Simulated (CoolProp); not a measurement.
Vapour-liquid equilibrium of dimethyl ether (1) + methanol (2) at 330 K; x and y are mole fractions of (1).

Computed with CoolProp (multi-fluid Helmholtz-energy mixture model, Wu 2011 and de Reuck 1993; pair parameters Bell 2016).

```tsv
x	bubble pressure (MPa)	y at the bubble point	dew pressure at overall composition x (MPa)	liquid density (mol/L)
0.05	0.1945	0.624	0.07841	22.93
0.15	0.4031	0.826	0.08759	21.67
0.25	0.5707	0.882	0.09909	20.49
0.35	0.7035	0.909	0.1140	19.37
0.45	0.8104	0.926	0.1343	18.30
0.55	0.9010	0.938	0.1633	17.28
0.65	0.9850	0.948	0.2082	16.30
0.75	1.071	0.959	0.2872	15.36
0.85	1.167	0.973	0.4609	14.46
0.95	1.281	0.990	0.9979	13.57
```

No azeotrope shows between x = 0.05 and 0.95.

Pair parameters are fitted to limited data, so mixtures are less certain than the pure fluids. With so large a gap from Raoult's law the liquid may split in two, which this calculation doesn't test in full.
